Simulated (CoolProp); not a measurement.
Saturation properties of octamethylcyclotetrasiloxane (D4).

The numbers come from the reference Helmholtz-energy equation of state, Thol 2015 in CoolProp.

```
T (°C)  p (bar)  liquid density (kg/m³)  enthalpy of vaporisation (kJ/kg)  liquid cp (kJ/(kg K))  vapour Z
------  -------  ----------------------  --------------------------------  ---------------------  --------
66.15   0.01794                       …                             170.6                  1.745    0.9965
85.05         …                   881.0                             163.9                  1.784    0.9926
104.05   0.1030                   858.2                             157.2                  1.825    0.9861
123.05   0.2101                   834.8                             150.5                  1.868    0.9761
142.05   0.3935                   810.7                             143.7                  1.913    0.9617
160.95   0.6847                   785.7                             136.6                  1.959         …
179.95    1.126                   759.4                                 …                  2.007         …
198.95    1.762                   731.5                             121.3                  2.058    0.8847
217.85    2.639                   701.6                             112.7                  2.113    0.8451
236.85    3.824                   668.5                                 …                  2.177    0.7959
```

Q: Complete the blanks.

A: 
- 66.15, liquid density (kg/m³): 903.3
- 85.05, p (bar): 0.04561
- 160.95, vapour Z: 0.9423
- 179.95, enthalpy of vaporisation (kJ/kg): 129.2
- 179.95, vapour Z: 0.9169
- 236.85, enthalpy of vaporisation (kJ/kg): 103.1

It boils at 175.7 °C under 1 atm.
